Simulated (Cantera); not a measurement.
What does this Cantera script print?

```python
import numpy as np
import cantera as ct

gas_names = """
    C3H8 H2 C2H6
""".split()
cond_names = """
    C(gr)
""".split()


# ... load() reads the species with a 1 bar reference pressure and builds the phases ...
species = {s.name: s for s in load("nasa_gas.yaml", gas_names) + load("nasa_condensed.yaml", cond_names)}
# Each term lists the table entries of one substance; the one whose range holds T is used.
reactions = {
    'C3H8(g) = 3 C + 4 H2(g)':
        [(-1, ['C3H8']), (3, ['C(gr)']), (4, ['H2'])],
    'H2(g) + 2 C3H8(g) = 3 C2H6(g)':
        [(-1, ['H2']), (-2, ['C3H8']), (3, ['C2H6'])],
}


def pick(names, T):
    return next(species[n] for n in names if species[n].thermo.min_temp <= T <= species[n].thermo.max_temp)


results = []
for label, terms in reactions.items():
    print(label)
    print("     T/K   dH/kJ  dS/(J/K)   dG/kJ   log10 K")
    for T in [300, 1523, 1573, 1623, 1673, 1723, 1773, 1823, 1873, 1923, 1973]:
        used = [(nu, pick(names, T)) for nu, names in terms]
        dH = sum(nu * s.thermo.h(T) for nu, s in used) / 1e6
        dS = sum(nu * s.thermo.s(T) for nu, s in used) / 1e3
        dG = dH - T * dS / 1e3
        logK = -dG * 1e6 / (ct.gas_constant * T * np.log(10))
        results.append((label, T, dH, dS, dG, logK, [s.name for _, s in used]))
        print(f"{T:8g} {dH:8.1f} {dS:8.1f} {dG:8.1f} {logK:8.2f}")
```

It prints:

```
C3H8(g) = 3 C + 4 H2(g)
     T/K   dH/kJ  dS/(J/K)   dG/kJ   log10 K
     300    104.8    270.0     23.8    -4.14
    1523    131.6    322.2   -359.2    12.32
    1573    131.3    322.1   -375.3    12.46
    1623    131.0    321.9   -391.4    12.60
    1673    130.7    321.7   -407.5    12.72
    1723    130.3    321.5   -423.6    12.84
    1773    129.9    321.3   -439.7    12.95
    1823    129.5    321.0   -455.7    13.06
    1873    129.0    320.8   -471.8    13.16
    1923    128.6    320.5   -487.8    13.25
    1973    128.1    320.3   -503.8    13.34
H2(g) + 2 C3H8(g) = 3 C2H6(g)
     T/K   dH/kJ  dS/(J/K)   dG/kJ   log10 K
     300    -42.2     16.2    -47.1     8.20
    1523    -59.1     -9.7    -44.4     1.52
    1573    -59.4     -9.9    -43.9     1.46
    1623    -59.7    -10.1    -43.4     1.40
    1673    -60.0    -10.2    -42.9     1.34
    1723    -60.3    -10.4    -42.4     1.28
    1773    -60.5    -10.5    -41.9     1.23
    1823    -60.8    -10.7    -41.3     1.18
    1873    -61.0    -10.8    -40.8     1.14
    1923    -61.2    -10.9    -40.3     1.09
    1973    -61.4    -11.0    -39.7     1.05
```

Standard-state values (1 bar) from the NASA 1993 polynomials, evaluated with Cantera. Condensed species are held in their standard states even where they would react or evaporate.
